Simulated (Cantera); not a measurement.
## Catalytic stagnation flow on Pt

A jet of 4.71 % CH4, 12.6 % O2, 82.7 % N2 at 300 K and 180 Torr hits a platinum plate 2 cm away at a mass flux of 0.032 kg/m²/s; the plate temperature is set and raised in steps from an oxygen-covered start.

Model: Deutschmann's 1995 Pt surface mechanism with GRI-Mech 3.0 gas chemistry, integrated in Cantera. Catalytic surfaces can have several steady states; this one follows from the mechanism file's or the stated starting coverage.

```json
[
 {"plate T (K)": "900", "wall x CH4": "0.0268", "wall x O2": "0.0823", "wall x H2O": "0.0381", "wall x OH": "2.78e-8", "wall x CO": "9.41e-6", "wall x CO2": "0.0249", "θ free Pt": "0.170", "θ O*": "0.827", "θ OH*": "0.00239"},
 {"plate T (K)": "950", "wall x CH4": "0.0176", "wall x O2": "0.0628", "wall x H2O": "0.0551", "wall x OH": "8.26e-8", "wall x CO": "8.77e-6", "wall x CO2": "0.0361", "θ free Pt": "0.244", "θ O*": "0.753", "θ OH*": "0.00267"},
 {"plate T (K)": "1000", "wall x CH4": "0.0116", "wall x O2": "0.0503", "wall x H2O": "0.0661", "wall x OH": "2.20e-7", "wall x CO": "7.99e-6", "wall x CO2": "0.0434", "θ free Pt": "0.322", "θ O*": "0.676", "θ OH*": "0.00265"},
 {"plate T (K)": "1050", "wall x CH4": "0.00811", "wall x O2": "0.0429", "wall x H2O": "0.0724", "wall x OH": "5.19e-7", "wall x CO": "7.53e-6", "wall x CO2": "0.0476", "θ free Pt": "0.397", "θ O*": "0.600", "θ OH*": "0.00246"},
 {"plate T (K)": "1100", "wall x CH4": "0.00600", "wall x O2": "0.0386", "wall x H2O": "0.0761", "wall x OH": "1.11e-6", "wall x CO": "7.41e-6", "wall x CO2": "0.0501", "θ free Pt": "0.470", "θ O*": "0.528", "θ OH*": "0.00220"},
 {"plate T (K)": "1150", "wall x CH4": "0.00468", "wall x O2": "0.0359", "wall x H2O": "0.0783", "wall x OH": "2.20e-6", "wall x CO": "7.60e-6", "wall x CO2": "0.0516", "θ free Pt": "0.537", "θ O*": "0.461", "θ OH*": "0.00194"}
]
```
x: mole fraction at the wall; θ: surface coverage.
